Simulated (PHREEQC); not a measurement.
Solution (14 °C): 0.00297 mol (NH4)2CO3 per kg of water. Closed to the air; pH follows from the charge balance.

The numbers come from PHREEQC with the ion-association model, wateq4f.dat.

| Quantity | Result |
|---|---|
| pH | 9.51 |
| ionic strength | 0.00372 mol/kgw |
| total alkalinity | 5.94 meq/kg |

```json
[
 {"species": "NH4+", "molality": "0.00335", "activity": "0.00314", "log γ": "-0.028"},
 {"species": "HCO3-", "molality": "0.00260", "activity": "0.00244", "log γ": "-0.028"},
 {"species": "NH3", "molality": "0.00259", "activity": "0.00259", "log γ": "0.000"},
 {"species": "CO3-2", "molality": "0.000370", "activity": "0.000287", "log γ": "-0.110"},
 {"species": "OH-", "molality": "1.43e-5", "activity": "1.34e-5", "log γ": "-0.029"},
 {"species": "CO2", "molality": "2.01e-6", "activity": "2.01e-6", "log γ": "0.000"}
]
```

This is a speciation only: nothing precipitates in the calculation. Complexes and solids missing from the database can't appear. Away from 25 °C the constants follow the database's enthalpies or fits; those with neither stay at their 25 °C values.
